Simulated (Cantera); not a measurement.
**S + SO₂ + H₂ (abatement and gas-phase synthesis)**

Input: 1 mol S, 0.0052 mol SO₂, 0.97 mol H₂, at 30.0 mbar.

Method: chemical equilibrium by Gibbs-energy minimisation in Cantera with the NASA 1993 tables (ideal gas, pure condensed phases). Candidate condensed phases: H₂O, H₂SO₄, S; 19 gas species. The numbers say what is thermodynamically allowed, not how fast it happens.

From 1575 K to 2275 K nothing is condensed.

```json
[
 {"T (K)": "1575", "x H₂": "0.557", "x S₂": "0.293", "x H₂S": "0.134", "x SH": "0.00868", "x S": "0.000291", "x H": "0.000179"},
 {"T (K)": "1675", "x H₂": "0.581", "x S₂": "0.303", "x H₂S": "0.0942", "x SH": "0.0127", "x S": "0.000798", "x H": "0.000511"},
 {"T (K)": "1775", "x H₂": "0.596", "x S₂": "0.309", "x H₂S": "0.0675", "x SH": "0.0174", "x S": "0.00194", "x H": "0.00129"},
 {"T (K)": "1875", "x H₂": "0.603", "x S₂": "0.310", "x H₂S": "0.0494", "x SH": "0.0230", "x S": "0.00427", "x H": "0.00294"},
 {"T (K)": "1975", "x H₂": "0.605", "x S₂": "0.307", "x H₂S": "0.0367", "x SH": "0.0291", "x S": "0.00863", "x H": "0.00614"},
 {"T (K)": "2075", "x H₂": "0.601", "x S₂": "0.301", "x H₂S": "0.0277", "x SH": "0.0357", "x S": "0.0162", "x H": "0.0119"},
 {"T (K)": "2175", "x H₂": "0.590", "x S₂": "0.290", "x H₂S": "0.0210", "x SH": "0.0422", "x S": "0.0284", "x H": "0.0217"},
 {"T (K)": "2275", "x H₂": "0.572", "x S₂": "0.273", "x H₂S": "0.0158", "x SH": "0.0483", "x S": "0.0468", "x H": "0.0371"}
]
```
x: gas mole fraction; nothing condenses.
